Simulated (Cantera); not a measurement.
**Thermodynamics of fluorocarbon and chlorocarbon gases, feed CHF₃ + HCl**

Input: 1 mol CHF₃, 0.34 mol HCl, held at 0.100 bar.

Method: chemical equilibrium by Gibbs-energy minimisation in Cantera with the NASA 1993 tables (ideal gas, pure condensed phases). Candidate condensed phases: C, C₆H₆, C₇H₈, C₈H₁₈; 118 gas species. Gases not in the tables: C₂F₆ and larger saturated fluorocarbons. Equilibrium is a limit: real reactors are often held back by kinetics, nucleation or transport.

From 1650 K to 2150 K the condensed part is C(graphite). The main C-bearing gas is CF₄ throughout.

| T (K) | log p HF | log p CF₄ | log p Cl | log p HCl | log p CF₂ | log p Cl₂ | log p F | n C(graphite) |
|---|---|---|---|---|---|---|---|---|
| 1650 | -1.20 | -1.65 | -2.16 | -2.27 | -4.31 | -2.64 | -5.12 | 0.556 |
| 1700 | -1.20 | -1.66 | -2.07 | -2.35 | -4.06 | -2.71 | -4.82 | 0.560 |
| 1750 | -1.20 | -1.67 | -2.01 | -2.44 | -3.82 | -2.80 | -4.55 | 0.564 |
| 1800 | -1.20 | -1.68 | -1.95 | -2.53 | -3.59 | -2.91 | -4.29 | 0.566 |
| 1850 | -1.20 | -1.69 | -1.91 | -2.63 | -3.38 | -3.03 | -4.04 | 0.568 |
| 1900 | -1.20 | -1.70 | -1.88 | -2.73 | -3.18 | -3.16 | -3.81 | 0.568 |
| 1950 | -1.20 | -1.71 | -1.86 | -2.83 | -2.99 | -3.29 | -3.59 | 0.567 |
| 2000 | -1.20 | -1.72 | -1.85 | -2.93 | -2.81 | -3.43 | -3.38 | 0.564 |
| 2050 | -1.20 | -1.74 | -1.84 | -3.03 | -2.65 | -3.57 | -3.18 | 0.558 |
| 2100 | -1.21 | -1.76 | -1.83 | -3.13 | -2.49 | -3.72 | -2.99 | 0.550 |
| 2150 | -1.21 | -1.78 | -1.83 | -3.23 | -2.34 | -3.86 | -2.82 | 0.539 |
log p: log10 of the partial pressure in bar; n: condensed amount in mol.
